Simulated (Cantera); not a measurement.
## Silicon epitaxy and polysilicon growth: SiH2Cl2 + H2

Feed: 1 mol SiH2Cl2, 12 mol H2, equilibrated at 0.00133 bar.

These are equilibrium values from Cantera (NASA tables, ideal gas, pure condensed phases), not measurements of a reactor. Candidate condensed phases: Si; 19 gas species. The tables' values for SiCl3, SiCl are old estimates; treat these amounts as uncertain. Gases not in the tables: Si2H6 and higher silanes. Equilibrium is a limit: real reactors are often held back by kinetics, nucleation or transport.

From 850 K to 1650 K the condensed part is Si(s). At 1750 K the condensed part is Si(l). The main Si-bearing gas is SiCl4 at 850 K and SiCl2 at 1750 K. The share of Si in condensed phases is highest at 1150 K (65.8 %) and lowest at 850 K (51.6 %).

| T (K) | log p H2 | log p HCl | log p SiCl4 | log p SiCl2 | log p H | log p SiHCl3 | log p SiCl3 | log p Si | n Si(s) | n Si(l) |
|---|---|---|---|---|---|---|---|---|---|---|
| 850 | -2.90 | -4.86 | -4.39 | -6.76 | -12.14 | -5.20 | -6.50 | <-14 | 0.516 | 0 |
| 950 | -2.90 | -4.43 | -4.47 | -5.77 | -10.71 | -5.28 | -5.88 | <-14 | 0.569 | 0 |
| 1050 | -2.91 | -4.12 | -4.69 | -5.06 | -9.55 | -5.47 | -5.50 | -14.64 | 0.632 | 0 |
| 1150 | -2.92 | -3.96 | -5.24 | -4.65 | -8.59 | -5.89 | -5.46 | -12.70 | 0.658 | 0 |
| 1250 | -2.93 | -3.92 | -6.09 | -4.51 | -7.78 | -6.55 | -5.73 | -11.08 | 0.648 | 0 |
| 1350 | -2.93 | -3.92 | -6.96 | -4.47 | -7.09 | -7.21 | -6.06 | -9.70 | 0.632 | 0 |
| 1450 | -2.93 | -3.93 | -7.73 | -4.44 | -6.49 | -7.80 | -6.37 | -8.51 | 0.618 | 0 |
| 1550 | -2.93 | -3.94 | -8.41 | -4.43 | -5.97 | -8.31 | -6.64 | -7.48 | 0.605 | 0 |
| 1650 | -2.93 | -3.95 | -9.01 | -4.42 | -5.51 | -8.76 | -6.88 | -6.57 | 0.590 | 0 |
| 1750 | -2.93 | -3.94 | -9.53 | -4.43 | -5.10 | -9.18 | -7.11 | -5.82 | 0 | 0.586 |
log p: log10 of the partial pressure in bar; n: condensed amount in mol.
